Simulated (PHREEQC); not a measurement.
A made-up water analysis in mmol/kgw, 25 °C, pH 7.58, pe 12.3:

```csv
constituent,mmol/kgw
Na,154
K,2.24
Ca,2.09
Mg,14.5
Cl,183
S(6),1.67
Alkalinity (meq/kgw),0.421
Si,1.5
```

Valence states are taken as typed.

All values are PHREEQC results (ion-association model, wateq4f.dat), not measurements.

Precipitation was switched off in this run.

Task: Estimate the activity of water, charge-balance error.

Result: activity of water 0.994; charge-balance error 0.7 %.

Task: In which forms is Ca present?

Result: Ca+2 98 %, CaSO4 1.8 % of the Ca.

Examples of supersaturated solids here: Quartz (slow to form), Chalcedony (slow to form). Others may be too. Species that the database lacks are ignored.
